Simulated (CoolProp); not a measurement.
Vapour-liquid equilibrium of fluoroethane (R161) (1) + R134a (2) at -29.75 °C; x and y are mole fractions of (1).

Computed with CoolProp (multi-fluid Helmholtz-energy mixture model, Wu 2012 and Tillner-Roth 1994; pair parameters Bell 2016).

```tsv
x	bubble pressure (bar)	y at the bubble point	dew pressure at overall composition x (bar)	liquid density (mol/L)
0.05	0.8746	0.072	0.8681	13.74
0.125	0.9072	0.176	0.8909	(withheld)
0.2	0.9418	0.275	0.9154	14.16
0.275	0.9784	0.369	0.9419	14.37
0.35	1.017	0.458	0.9708	14.60
0.425	1.058	0.541	1.002	14.83
0.5	1.101	0.619	1.037	15.06
0.575	1.146	0.692	1.076	15.30
0.65	1.193	0.759	1.119	(withheld)
0.725	1.242	0.821	1.168	(withheld)
0.8	1.292	0.876	1.225	16.06
0.875	1.344	0.927	1.291	16.32
0.95	1.396	0.972	1.369	(withheld)
```

Complete the blanks.


- 0.125, liquid density (mol/L): 13.94
- 0.65, liquid density (mol/L): 15.55
- 0.725, liquid density (mol/L): 15.80
- 0.95, liquid density (mol/L): 16.59

No azeotrope shows between x = 0.05 and 0.95.

Pair parameters are fitted to limited data, so mixtures are less certain than the pure fluids.
